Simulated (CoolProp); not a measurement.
A closed Brayton cycle with carbon dioxide: compressor inlet 331.15 K and 9 MPa, high pressure 31.4 MPa, turbine inlet 855 K, compressor efficiency 0.89, turbine efficiency 0.9, recuperator effectiveness 0.95 (on enthalpy, no pinch check). Each further row changes one setting.

Values from CoolProp's reference Helmholtz-energy equation of state, Span 1996.

| case | thermal efficiency (%) | net work (kJ/kg) | compressor to turbine work | compressor exit (K) | turbine exit (K) |
|---|---|---|---|---|---|
| as stated | 37.3 | 100 | 0.40 | 434.9 | 703.3 |
| turbine inlet 805 K | 34.9 | 89.0 | 0.43 | 434.9 | 658.6 |
| compressor inlet 341.15 K | 35.7 | 92.7 | 0.45 | 452.7 | 703.3 |
| high pressure 26.7 MPa | 37.2 | 91.4 | 0.38 | 421.1 | 722.3 |
| recuperator effectiveness 0.5 | 24.5 | 100 | 0.40 | 434.9 | 703.3 |
